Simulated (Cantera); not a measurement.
Input (Python, Cantera) and output of one run.

```python
import numpy as np
import cantera as ct

gas_names = """
    H H2 N NH NH2 NH3 N2 N2H2 N2H4 Si SiH SiH2 SiH3 SiH4 SiN Si2 Si2N Si3
""".split()
cond_names = """
    Si(cr) Si(L) Si3N4(a)
""".split()


# ... load() reads the species with a 1 bar reference pressure and builds the phases ...
atoms = {
    'trisilylamine': {'Si': 3, 'N': 1, 'H': 9},
    'N2': {'N': 2},
}
top_T = {'Si3N4(a)': 2400}  # K; cautious upper limits of use, not melting points


# ... equilibrate(T, P, feed) seeds the gas with the atoms and calls Mixture.equilibrate('TP', solver="vcs", rtol=1e-11, max_steps=5000) ...
results = []
feed = {'trisilylamine': 1, 'N2': 0.32}  # mol
T = 1023.15  # K
P = 730  # Pa
mix = equilibrate(T, P, feed)
results.append((T, P, feed, dict(zip(mix.species_names, mix.species_moles))))
print(gas.report(threshold=0.001))
for i in range(1, mix.n_phases):
    print(f"{mix.phase(i).name:16s} {mix.phase_moles(i):12.5e} mol")
```

It prints:

```
       temperature   1023.1 K
          pressure   730 Pa
           density   0.000173 kg/m^3
  mean mol. weight   2.016 kg/kmol
   phase of matter   gas

                          1 kg             1 kmol
                     ---------------   ---------------
          enthalpy        1.0608e+07        2.1386e+07  J
   internal energy        6.3885e+06        1.2879e+07  J
           entropy        1.0309e+05        2.0783e+05  J/K
    Gibbs function        -9.487e+07       -1.9126e+08  J
 heat capacity c_p             15017             30274  J/K
 heat capacity c_v             10893             21959  J/K

                      mass frac. Y      mole frac. X     chem. pot. / RT
                     ---------------   ---------------   ---------------
                H2                 1                 1           -22.483
     [  +17 minor]        1.6623e-07        5.8483e-08

Si(cr)            1.77000e+00 mol
Si3N4(a)          4.10000e-01 mol
```

Method: chemical equilibrium by Gibbs-energy minimisation in Cantera with the NASA 1993 tables (ideal gas, pure condensed phases). The feed counts by its element totals alone. Mutual solubility and eutectic melting of coexisting phases are not modelled.
